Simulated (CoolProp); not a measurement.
The fluid at 421.66 K and 0.141 MPa flows at 15 m/s in a round tube of 10 mm bore and 15 µm roughness, fully developed (64/Re and Nu = 3.66 if laminar; Colebrook and Gnielinski if turbulent). The same conditions are run with several fluids, on thermodynamics alone (safety and materials aside).

Model: reference Helmholtz-energy equation of state of each fluid (n-octane: Beckmüller 2019; R141b: Lemmon 2006; propylene: Lemmon 2013; R22: Kamei 1995; R152A: Outcalt 1996), in CoolProp.

```tsv
fluid	Reynolds number	Darcy friction factor	pressure drop (Pa/m)	heat-transfer coefficient (W/(m² K))	mass flow (kg/h)
n-octane	92500	0.0239	1320	543	20.8
R141b	54600	0.0251	?	259	20.3
propylene	?	0.0286	548	199	?
R22	27100	0.0275	1080	159	14.8
R152A	25600	0.0277	836	198	?
```

### Question
What belongs in the gaps?

### Answer

- R141b, pressure drop (Pa/m): 1350
- propylene, Reynolds number: 21200
- propylene, mass flow (kg/h): 7.23
- R152A, mass flow (kg/h): 11.4

Transport values come from each fluid's own correlations; those of R141b, propylene, R22, R152A are estimates that may be off by 10 % or more.
